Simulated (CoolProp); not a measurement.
Saturation properties of ammonia (Tc = 132.4 °C, pc = 11360 kPa, ω = 0.256).

Computed with CoolProp (reference Helmholtz-energy equation of state, Gao 2020).

```json
[
 {"T (°C)": "-21.95", "p (kPa)": "174.1", "vapour density (kg/m³)": "1.477", "enthalpy of vaporisation (kJ/kg)": "1335", "liquid viscosity (µPa s)": "219"},
 {"T (°C)": "-11.45", "p (kPa)": "273.9", "vapour density (kg/m³)": "2.261", "enthalpy of vaporisation (kJ/kg)": "1301", "liquid viscosity (µPa s)": "193"},
 {"T (°C)": "-0.85", "p (kPa)": "415.8", "vapour density (kg/m³)": "3.353", "enthalpy of vaporisation (kJ/kg)": "1265", "liquid viscosity (µPa s)": "172"},
 {"T (°C)": "9.65", "p (kPa)": "607.4", "vapour density (kg/m³)": "4.810", "enthalpy of vaporisation (kJ/kg)": "1227", "liquid viscosity (µPa s)": "154"},
 {"T (°C)": "20.15", "p (kPa)": "861.2", "vapour density (kg/m³)": "6.729", "enthalpy of vaporisation (kJ/kg)": "1186", "liquid viscosity (µPa s)": "138"},
 {"T (°C)": "30.65", "p (kPa)": "1189", "vapour density (kg/m³)": "9.219", "enthalpy of vaporisation (kJ/kg)": "1142", "liquid viscosity (µPa s)": "125"},
 {"T (°C)": "41.25", "p (kPa)": "1609", "vapour density (kg/m³)": "12.45", "enthalpy of vaporisation (kJ/kg)": "1094", "liquid viscosity (µPa s)": "113"},
 {"T (°C)": "51.75", "p (kPa)": "2127", "vapour density (kg/m³)": "16.52", "enthalpy of vaporisation (kJ/kg)": "1042", "liquid viscosity (µPa s)": "102"}
]
```

It boils at -33.3 °C under 1 atm.

Viscosity comes from a separate model (Fenghour 1995).
